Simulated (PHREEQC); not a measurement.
Dissolve 0.026 mol HF, 0.0003 mol NH4F and 0.0011 mol H4SiO4 per kg of water at 25 °C. Closed to the air; pH follows from the charge balance.

Equilibrium calculation in PHREEQC: ion-association model, phreeqc.dat.

This is a speciation only: nothing precipitates in the calculation.

Question: Order these F species by the share of F that they hold, largest first: HF2-, HF, F-, SiF6-2.

Answer: HF (63 %), SiF6-2 (25 %), F- (10 %), HF2- (1.3 %)

The pH is 2.35 and the ionic strength 0.00619 mol/kgw. SiF6-2 is the database's only silicon fluoride.
